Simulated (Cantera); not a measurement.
Input (Python, Cantera) and output of one run.

```python
import numpy as np
import cantera as ct

gas_names = """
    Br Br2 H HBr HO2 H2 H2O H2O2 O OH O2 O3
""".split()
cond_names = """
    Br2(cr) Br2(L) H2O(s) H2O(L)
""".split()


# ... load() reads the species with a 1 bar reference pressure and builds the phases ...
atoms = {
    'HBr': {'H': 1, 'Br': 1},
    'O2': {'O': 2},
}
top_T = {}  # K; cautious upper limits of use, not melting points


# ... equilibrate(T, P, feed) seeds the gas with the atoms and calls Mixture.equilibrate('TP', solver="vcs", rtol=1e-11, max_steps=5000) ...
results = []
feed = {'HBr': 1, 'O2': 0.09}  # mol
P = 101325  # Pa
for T in [1500, 1575, 1650, 1725, 1800, 1875, 1950, 2025, 2100, 2175]:
    mix = equilibrate(T, P, feed)
    results.append((T, P, feed, dict(zip(mix.species_names, mix.species_moles))))
    x = sorted(zip(gas.X, gas.species_names), reverse=True)
    print(f"T = {T:g} K  P = {P:g} Pa  gas = {mix.phase_moles(0):.4g} mol")
    print("   x: " + "  ".join(f"{s} {v:.3e}" for v, s in x if v > 1e-06))
    print("   condensed (mol): " + ("  ".join(f"{mix.phase(i).name} {mix.phase_moles(i):.4g}"
          for i in range(1, mix.n_phases) if mix.phase_moles(i) > 1e-12) or "none"))
```

Result:

```
T = 1500 K  P = 101325 Pa  gas = 1.054 mol
   x: HBr 6.070e-01  H2O 1.707e-01  Br2 1.195e-01  Br 1.027e-01  H2 1.079e-04  O2 8.843e-06  OH 8.208e-06
   condensed (mol): none
T = 1575 K  P = 101325 Pa  gas = 1.074 mol
   x: HBr 5.959e-01  H2O 1.676e-01  Br 1.370e-01  Br2 9.934e-02  H2 1.897e-04  O2 1.865e-05  OH 1.825e-05
   condensed (mol): none
T = 1650 K  P = 101325 Pa  gas = 1.094 mol
   x: HBr 5.843e-01  Br 1.723e-01  H2O 1.644e-01  Br2 7.860e-02  H2 3.368e-04  OH 3.652e-05  O2 3.240e-05  H 1.656e-06
   condensed (mol): none
T = 1725 K  P = 101325 Pa  gas = 1.115 mol
   x: HBr 5.732e-01  Br 2.054e-01  H2O 1.613e-01  Br2 5.926e-02  H2 6.077e-04  OH 6.653e-05  O2 4.697e-05  H 4.548e-06
   condensed (mol): none
T = 1800 K  P = 101325 Pa  gas = 1.133 mol
   x: HBr 5.632e-01  Br 2.339e-01  H2O 1.587e-01  Br2 4.290e-02  H2 1.113e-03  OH 1.117e-04  O2 5.820e-05  H 1.187e-05
   condensed (mol): none
T = 1875 K  P = 101325 Pa  gas = 1.148 mol
   x: HBr 5.540e-01  Br 2.569e-01  H2O 1.565e-01  Br2 3.022e-02  H2 2.048e-03  OH 1.756e-04  O2 6.403e-05  H 2.947e-05  O 1.912e-06
   condensed (mol): none
T = 1950 K  P = 101325 Pa  gas = 1.16 mol
   x: HBr 5.448e-01  Br 2.752e-01  H2O 1.548e-01  Br2 2.108e-02  H2 3.719e-03  OH 2.625e-04  H 6.945e-05  O2 6.556e-05  O 3.631e-06
   condensed (mol): none
T = 2025 K  P = 101325 Pa  gas = 1.17 mol
   x: HBr 5.342e-01  Br 2.905e-01  H2O 1.533e-01  Br2 1.481e-02  H2 6.538e-03  OH 3.789e-04  H 1.546e-04  O2 6.557e-05  O 6.506e-06
   condensed (mol): none
T = 2100 K  P = 101325 Pa  gas = 1.181 mol
   x: HBr 5.207e-01  Br 3.050e-01  H2O 1.518e-01  H2 1.093e-02  Br2 1.062e-02  OH 5.351e-04  H 3.236e-04  O2 6.688e-05  O 1.130e-05
   condensed (mol): none
T = 2175 K  P = 101325 Pa  gas = 1.192 mol
   x: HBr 5.031e-01  Br 3.203e-01  H2O 1.501e-01  H2 1.716e-02  Br2 7.844e-03  OH 7.465e-04  H 6.353e-04  O2 7.166e-05  O 1.937e-05
   condensed (mol): none
```

Method: chemical equilibrium by Gibbs-energy minimisation in Cantera with the NASA 1993 tables (ideal gas, pure condensed phases).
